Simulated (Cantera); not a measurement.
**Transport properties of process gases**

Gas mixture: 23.2 % H2, 40.1 % CO2, 36.7 % NH3, at 170000 Pa, frozen composition.

Cantera's kinetic-theory transport with the Lennard-Jones parameters of GRI-Mech 3.0, ideal gas; thermal conductivity in the multicomponent form. Polar gases are described roughly by these parameters. The composition is frozen, though it would react at the higher temperatures.

```csv
T (K),ρ (kg/m³),cp (J/kg/K),μ (µPa s),λ (mW/m/K),Pr,D (cm²/s) N2,D (cm²/s) OH,D (cm²/s) CH3
400,1.25,1540,17.9,56.7,0.486,0.225,0.348,0.239
600,0.831,1740,25.7,86.2,0.518,0.463,0.710,0.498
800,0.623,1900,32.5,116,0.534,0.762,1.16,0.825
1000,0.498,2032,38.8,145,0.543,1.11,1.70,1.21
1200,0.415,2140,44.4,174,0.546,1.52,2.31,1.65
1400,0.356,2229,49.7,203,0.547,1.97,2.99,2.14
1600,0.311,2304,54.7,230,0.547,2.46,3.73,2.68
```
D: mixture-averaged diffusion coefficient of that species in the mixture.
